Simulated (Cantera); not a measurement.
Input: 1 mol B₂H₆, 7.9 mol H₂O, 140 mol N₂, held at 0.100 bar.

Method: chemical equilibrium by Gibbs-energy minimisation in Cantera with the NASA 1993 tables (ideal gas, pure condensed phases). Candidate condensed phases: B, BN, B₂O₃, B₃O₃H₃, H₂O; 39 gas species. The feed counts by its element totals alone. Gases not in the tables: H₃BO₃. Rates play no part.

log p: log10 of the partial pressure in bar; n: condensed amount in mol.

| T (K) | log p N₂ | log p H₂ | log p H₂O | log p HBO₂ | n B₂O₃(l) |
|---|---|---|---|---|---|
| 1123 | -1.03 | -2.40 | -2.49 | -4.84 | 0.982 |
| 1198 | -1.03 | -2.40 | -2.49 | -4.34 | 0.961 |
| 1273 | -1.03 | -2.40 | -2.50 | -3.90 | 0.902 |
| 1348 | -1.03 | -2.40 | -2.51 | -3.53 | [?] |
| 1423 | -1.03 | -2.40 | -2.54 | -3.20 | [?] |
| 1498 | -1.04 | -2.40 | -2.58 | -2.91 | [?] |
| 1573 | -1.04 | -2.40 | -2.59 | -2.90 | 0 |
| 1648 | -1.04 | -2.40 | -2.58 | -2.90 | 0 |
| 1723 | -1.04 | -2.40 | -2.58 | -2.91 | 0 |
| 1798 | -1.04 | -2.41 | -2.58 | -2.91 | 0 |

### Question
What belongs in the gaps?

### Answer

- 1348, n B₂O₃(l): 0.771
- 1423, n B₂O₃(l): 0.510
- 1498, n B₂O₃(l): 0.0408
